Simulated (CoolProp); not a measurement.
Computed with CoolProp (reference Helmholtz-energy equation of state, Akasaka 2022).

Problem. Give the vapour pressure (kPa), liquid density (kg/m³), vapour density (kg/m³), enthalpy of vaporisation (kJ/kg) of saturated R1233zd(E) at 298.1, 352.7 K.

Solution. 
```csv
T (K),p (kPa),liquid density (kg/m³),vapour density (kg/m³),enthalpy of vaporisation (kJ/kg)
298.1,130,1260,7.21,191
352.7,651,1120,34.3,159
```
